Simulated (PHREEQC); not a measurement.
0.013 g of hydrous ferric oxide (600 m²/g; 0.2 weak and 0.005 strong sites per Fe, Dzombak-Morel constants, diffuse double layer) in 1 kg of water with 0.01 mol/kgw of an inert sodium salt, at 25 °C; the pH is set by adding NaOH or the inert anion's acid. Oxygen is held at 0.21 atm. No CO2 enters from the air. No solid was allowed to form.

Equilibrium calculation in PHREEQC: ion-association model, wateq4f.dat.

### Question
Predict surface charge σ (C/m²) at pH = 6, 7.

### Answer
```
pH  surface charge σ (C/m²)
--  -----------------------
6                     0.049
7                     0.017
```
